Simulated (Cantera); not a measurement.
Cantera with NASA thermochemical tables; ideal gases at 1 bar, condensed phases pure. Values are per mole of reaction as written; species without (g) are pure solids or liquids, kept so even where they would boil at 1 bar.

4 Pb(g) + 4 H(g) + 2 CO2(g) ⇌ C2H4(g) + 4 PbO, with ΔH° = -1690.9 kJ and ΔS° = -1103.4 J/K at 300 K.

Q: How far is the shortcut ΔG° ≈ ΔH°(300 K) − T·ΔS°(300 K) from the full temperature-dependent value at 1125, 1225, 1325, 1425, 1525, 1625, 1725, 1825, 1925 K?

A: 
```json
[
 {"T (K)": "1125", "shortcut (kJ)": "-449.6", "full (kJ)": "-460.6", "difference (kJ)": "11.0", "difference in log10 K": "-0.51", "condensed phases": "PbO(yellow)"},
 {"T (K)": "1225", "shortcut (kJ)": "-339.3", "full (kJ)": "-359.7", "difference (kJ)": "20.4", "difference in log10 K": "-0.87", "condensed phases": "PbO(l)"},
 {"T (K)": "1325", "shortcut (kJ)": "-228.9", "full (kJ)": "-262.5", "difference (kJ)": "33.6", "difference in log10 K": "-1.32", "condensed phases": "PbO(l)"},
 {"T (K)": "1425", "shortcut (kJ)": "-118.6", "full (kJ)": "-166.0", "difference (kJ)": "47.4", "difference in log10 K": "-1.74", "condensed phases": "PbO(l)"},
 {"T (K)": "1525", "shortcut (kJ)": "-8.3", "full (kJ)": "-70.0", "difference (kJ)": "61.7", "difference in log10 K": "-2.11", "condensed phases": "PbO(l)"},
 {"T (K)": "1625", "shortcut (kJ)": "102.1", "full (kJ)": "25.5", "difference (kJ)": "76.6", "difference in log10 K": "-2.46", "condensed phases": "PbO(l)"},
 {"T (K)": "1725", "shortcut (kJ)": "212.4", "full (kJ)": "120.4", "difference (kJ)": "92.0", "difference in log10 K": "-2.79", "condensed phases": "PbO(l)"},
 {"T (K)": "1825", "shortcut (kJ)": "322.8", "full (kJ)": "214.8", "difference (kJ)": "107.9", "difference in log10 K": "-3.09", "condensed phases": "PbO(l)"},
 {"T (K)": "1925", "shortcut (kJ)": "433.1", "full (kJ)": "308.9", "difference (kJ)": "124.2", "difference in log10 K": "-3.37", "condensed phases": "PbO(l)"}
]
```
The shortcut ignores heat capacities and the phase changes listed.
